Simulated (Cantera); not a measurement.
Cantera with NASA thermochemical tables; ideal gases at 1 bar, condensed phases pure. Values are per mole of reaction as written; species without (g) are pure solids or liquids, kept so even where they would boil at 1 bar.

CO2(g) ⇌ C + 2 O(g)

```tsv
T (K)	ΔH° (kJ)	ΔS° (J/K)	ΔG° (kJ)	log10 K
498	[?]	[?]	[?]	[?]
523	894.9	121.7	831.2	-83.02
548	895.2	122.3	828.2	-78.94
573	895.5	122.8	825.1	-75.22
598	895.8	123.3	822.0	-71.80
623	[?]	[?]	[?]	[?]
```

Q: Some entries are withheld; supply them.

A: 
- 498, ΔH° (kJ): 894.6
- 498, ΔS° (J/K): 121.1
- 498, ΔG° (kJ): 834.3
- 498, log10 K: -87.50
- 623, ΔH° (kJ): 896.1
- 623, ΔS° (J/K): 123.8
- 623, ΔG° (kJ): 818.9
- 623, log10 K: -68.66
